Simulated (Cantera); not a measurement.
A perfectly stirred reactor is fed with NO : N2 = 1 : 0.21 (molar parts), at 100000 Pa; it is held at 1500 K, and followed from long to short residence time.

Detailed kinetics in Cantera: GRI-Mech 3.0 (53 species, 325 reactions).

x: mole fraction; the columns are a selection and need not sum to one.

```csv
τ (s),x NO,x NO2,x O,x N2O,x O2
3.6,0.785,0.00138,6.47e-7,0.000204,0.0197
1.3,0.810,0.000974,4.55e-7,0.000215,0.00727
0.44,0.821,0.000708,3.38e-7,0.000209,0.00227
0.16,0.824,0.000534,2.66e-7,…,0.000640
0.055,0.826,0.000335,1.85e-7,…,0.000108
0.019,0.826,0.000141,1.02e-7,…,9.22e-6
0.0068,0.826,4.80e-5,5.85e-8,…,6.65e-7
0.0024,0.826,1.58e-5,4.21e-8,…,5.95e-8
0.00084,0.826,5.34e-6,3.63e-8,…,7.09e-9
0.00030,0.826,1.86e-6,3.40e-8,…,1.16e-9
```

What belongs in the gaps?


- 0.16, x N2O: 0.000186
- 0.055, x N2O: 0.000138
- 0.019, x N2O: 7.86e-5
- 0.0068, x N2O: 3.60e-5
- 0.0024, x N2O: 1.41e-5
- 0.00084, x N2O: 5.15e-6
- 0.00030, x N2O: 1.87e-6
